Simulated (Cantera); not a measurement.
## Adiabatic ignition

An adiabatic, constant-pressure homogeneous reactor starts with CO : H2 : CH4 : O2 : N2 = 1 : 0.96 : 0.17 : 2.59 : 9.73 (molar parts), equivalence ratio 0.51, at 1673 K and 270000 Pa.

Computed with Cantera and GRI-Mech 3.0 (53 species, 325 reactions).

```
t (s)     T (K)    x CO     x H2   x CH4      x NO   x H2O2     x CH2     x HCN
--------  -----  ------  -------  ------  --------  -------  --------  --------
1.00e-6    1673  0.0692   0.0664  0.0118    <1e-12  1.29e-8  2.76e-11    <1e-12
3.30e-6    1674  0.0692   0.0655  0.0114  1.26e-10  2.37e-7   4.05e-7  2.06e-11
1.09e-5    2114  0.0452  0.00751  <1e-12   2.45e-5  5.48e-7    <1e-12  1.64e-11
3.58e-5    2485  0.0237  0.00454  <1e-12  0.000187  2.68e-7    <1e-12  1.35e-11
0.000118   2662  0.0136  0.00237  <1e-12  0.000895  3.99e-7    <1e-12  2.33e-11
0.000389   2671  0.0127  0.00222  <1e-12   0.00308  4.23e-7    <1e-12  3.07e-11
0.00128    2664  0.0124  0.00219  <1e-12   0.00871  4.13e-7    <1e-12  4.59e-11
0.00423    2654  0.0122  0.00215  <1e-12    0.0161  3.99e-7    <1e-12  6.22e-11
0.0140     2652  0.0121  0.00214  <1e-12    0.0179  3.96e-7    <1e-12  6.55e-11
0.0460     2652  0.0121  0.00214  <1e-12    0.0179  3.96e-7    <1e-12  6.55e-11
0.152      2652  0.0121  0.00214  <1e-12    0.0179  3.96e-7    <1e-12  6.55e-11
0.500      2652  0.0121  0.00214  <1e-12    0.0179  3.96e-7    <1e-12  6.55e-11
```
x: mole fraction; the columns are a selection and need not sum to one.

```json
{
 "time_of_steepest_temperature_rise": "5.29 µs",
 "temperature at 0.500 s": "2652 K",
 "equilibrium_temperature": "2652 K",
 "x(CO) at 0.500 s": "0.0121 (gas-phase equilibrium 0.0121)",
 "x(H2) at 0.500 s": "0.00214 (gas-phase equilibrium 0.00214)",
 "x(CH4) at 0.500 s": "<1e-12 (gas-phase equilibrium <1e-12)"
}
```
